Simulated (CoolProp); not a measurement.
A single-stage vapour-compression cycle with R11: evaporating at 266.15 K (dew point), condensing at 330.15 K (bubble point), superheat 5 K, subcooling 5 K, compressor efficiency 0.75, no pressure losses. Each further row changes one setting.

The numbers come from the reference Helmholtz-energy equation of state, Jacobsen 1992 in CoolProp.

```json
[
 {"case": "as stated", "cooling COP": "2.61", "pressure ratio": "9.78", "discharge temperature (K)": "368.7", "refrigerating effect (kJ/kg)": "143", "volumetric capacity (kJ/m³)": "261"},
 {"case": "evaporating temperature 271.15 K", "cooling COP": "2.94", "pressure ratio": "7.82", "discharge temperature (K)": "364.6", "refrigerating effect (kJ/kg)": "146", "volumetric capacity (kJ/m³)": "327"},
 {"case": "condensing temperature 325.15 K", "cooling COP": "2.89", "pressure ratio": "8.49", "discharge temperature (K)": "362.1", "refrigerating effect (kJ/kg)": "148", "volumetric capacity (kJ/m³)": "269"},
 {"case": "subcooling 10 K", "cooling COP": "2.69", "pressure ratio": "9.78", "discharge temperature (K)": "368.7", "refrigerating effect (kJ/kg)": "148", "volumetric capacity (kJ/m³)": "269"},
 {"case": "superheat 15 K", "cooling COP": "2.61", "pressure ratio": "9.78", "discharge temperature (K)": "380.7", "refrigerating effect (kJ/kg)": "149", "volumetric capacity (kJ/m³)": "261"},
 {"case": "compressor efficiency 0.65", "cooling COP": "2.26", "pressure ratio": "9.78", "discharge temperature (K)": "381.6", "refrigerating effect (kJ/kg)": "143", "volumetric capacity (kJ/m³)": "261"}
]
```
